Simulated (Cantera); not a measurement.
A freely propagating, adiabatic, planar premixed flame of 11.1 % CO, 14.5 % H2, 15.6 % O2, 58.8 % N2, equivalence ratio 0.82, unburnt at 723 K and 620000 Pa; mixture-averaged transport, grid criteria slope 0.08 and curve 0.16, no radiation.

Detailed kinetics in Cantera: GRI-Mech 3.0 (53 species, 325 reactions). The hydrogen kinetics of GRI-Mech 3.0 are dated; newer H2 mechanisms differ, most at raised pressure. Burning velocities carry a grid error of a few per cent, more on coarse grids.

Problem. Predict: laminar burning velocity; thermal thickness; peak x(OH); peak x(O).

Solution. 
| Quantity | Value |
|---|---|
| laminar burning velocity | 380 cm/s |
| thermal thickness | 0.0640 mm |
| peak x(OH) | 0.0124 |
| peak x(O) | 0.00826 |
